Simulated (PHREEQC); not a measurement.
Solution (80 °C): 0.0011 mol H3PO4 and 0.033 mol NaF per kg of water. Closed to the air; pH follows from the charge balance.

All values are PHREEQC results (ion-association model, wateq4f.dat), not measurements.

* **pH**: 5.07
* **ionic strength**: 0.0326 mol/kgw
* **total alkalinity**: -1.10 meq/kg

| species | molality | activity | log γ |
|---|---|---|---|
| Na+ | 0.0326 | 0.0271 | -0.080 |
| F- | 0.0314 | 0.0258 | -0.085 |
| H2PO4- | 0.00108 | 0.000903 | -0.078 |
| HF | 0.000974 | 0.000981 | 0.003 |
| NaF | 0.000399 | 0.000402 | 0.003 |
| HF2- | 0.000132 | 0.000108 | -0.085 |
| HPO4-2 | 1.76e-5 | 8.49e-6 | -0.316 |
| H+ | 9.99e-6 | 8.57e-6 | -0.067 |
| H3PO4 | 1.97e-6 | 1.98e-6 | 0.003 |

Precipitation was switched off in this run. H3PO4, which wateq4f.dat lacks, is added to it with the constant of phreeqc.dat. At this temperature some constants are extrapolated from 25 °C, and those without enthalpy data are left unchanged.
